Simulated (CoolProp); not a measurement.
Properties of fluoroethane (R161) along the isobar 101 kPa (Tc = 375.2 K, pc = 5010 kPa, ω = 0.216).

The numbers come from the reference Helmholtz-energy equation of state, Wu 2012 in CoolProp.

```json
[
 {"T (K)": "232.1", "phase": "liquid", "density (kg/m³)": "822.7", "cp (kJ/(kg K))": "1.953", "cv (kJ/(kg K))": "1.359", "speed of sound (m/s)": "1117", "Joule-Thomson coefficient (K/MPa)": "-0.3743"},
 {"T (K)": "263.1", "phase": "gas", "density (kg/m³)": "2.273", "cp (kJ/(kg K))": "1.162", "cv (kJ/(kg K))": "0.9700", "speed of sound (m/s)": "228.0", "Joule-Thomson coefficient (K/MPa)": "30.45"},
 {"T (K)": "294.1", "phase": "gas", "density (kg/m³)": "2.018", "cp (kJ/(kg K))": "1.247", "cv (kJ/(kg K))": "1.060", "speed of sound (m/s)": "240.6", "Joule-Thomson coefficient (K/MPa)": "22.20"},
 {"T (K)": "325.1", "phase": "gas", "density (kg/m³)": "1.817", "cp (kJ/(kg K))": "1.336", "cv (kJ/(kg K))": "1.153", "speed of sound (m/s)": "252.3", "Joule-Thomson coefficient (K/MPa)": "16.23"},
 {"T (K)": "356.1", "phase": "gas", "density (kg/m³)": "1.654", "cp (kJ/(kg K))": "1.426", "cv (kJ/(kg K))": "1.246", "speed of sound (m/s)": "263.3", "Joule-Thomson coefficient (K/MPa)": "12.11"},
 {"T (K)": "387.1", "phase": "gas", "density (kg/m³)": "1.518", "cp (kJ/(kg K))": "1.516", "cv (kJ/(kg K))": "1.337", "speed of sound (m/s)": "273.7", "Joule-Thomson coefficient (K/MPa)": "9.301"},
 {"T (K)": "418.1", "phase": "gas", "density (kg/m³)": "1.403", "cp (kJ/(kg K))": "1.603", "cv (kJ/(kg K))": "1.426", "speed of sound (m/s)": "283.7", "Joule-Thomson coefficient (K/MPa)": "7.371"},
 {"T (K)": "449.1", "phase": "gas", "density (kg/m³)": "1.305", "cp (kJ/(kg K))": "1.688", "cv (kJ/(kg K))": "1.512", "speed of sound (m/s)": "293.4", "Joule-Thomson coefficient (K/MPa)": "6.008"}
]
```
